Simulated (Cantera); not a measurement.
## PbO + CO + H₂ (iron carbonyl, mercury and lead vapours)

A closed system holds: 1 mol PbO, 3.2 mol CO, 0.21 mol H₂, equilibrated at 1.33 mbar.

Equilibrium computed with Cantera from the NASA thermochemical tables; the gas is ideal and each condensed phase is pure. Candidate condensed phases: C, C₆H₆, C₇H₈, C₈H₁₈, H₂O, Pb, PbO, PbO₂, Pb₃O₄; 113 gas species. Equilibrium is a limit: real reactors are often held back by kinetics, nucleation or transport.

From 925 K to 1150 K the condensed part is Pb(l). From 1175 K to 1200 K nothing is condensed. The main Pb-bearing gas is Pb throughout.

| T (K) | x CO | x CO₂ | x Pb | x H₂ | x H₂O | x Pb₂ | x PbO | n Pb(l) |
|---|---|---|---|---|---|---|---|---|
| 925 | 0.655 | 0.282 | 0.00200 | 0.0507 | 0.0108 | 1.87e-9 | 3.60e-10 | 0.993 |
| 950 | 0.655 | 0.280 | 0.00377 | 0.0495 | 0.0118 | 5.40e-9 | 1.16e-9 | 0.987 |
| 975 | 0.654 | 0.278 | 0.00688 | 0.0483 | 0.0129 | 1.48e-8 | 3.48e-9 | 0.976 |
| 1000 | 0.651 | 0.276 | 0.0121 | 0.0470 | 0.0139 | 3.83e-8 | 9.93e-9 | 0.958 |
| 1025 | 0.646 | 0.272 | 0.0209 | 0.0455 | 0.0148 | 9.46e-8 | 2.69e-8 | 0.927 |
| 1050 | 0.638 | 0.267 | 0.0349 | 0.0438 | 0.0156 | 2.24e-7 | 6.92e-8 | 0.877 |
| 1075 | 0.625 | 0.260 | 0.0570 | 0.0419 | 0.0162 | 5.07e-7 | 1.71e-7 | 0.794 |
| 1100 | 0.603 | 0.250 | 0.0909 | 0.0394 | 0.0166 | 1.11e-6 | 4.03e-7 | 0.659 |
| 1125 | 0.570 | 0.235 | 0.142 | 0.0364 | 0.0165 | 2.33e-6 | 9.15e-7 | 0.436 |
| 1150 | 0.521 | 0.214 | 0.217 | 0.0324 | 0.0158 | 4.75e-6 | 2.00e-6 | 0.0531 |
| 1175 | 0.515 | 0.210 | 0.227 | 0.0313 | 0.0163 | 4.52e-6 | 2.94e-6 | 0 |
| 1200 | 0.516 | 0.210 | 0.227 | 0.0306 | 0.0171 | 3.97e-6 | 4.08e-6 | 0 |
x: gas mole fraction; n: condensed amount in mol.
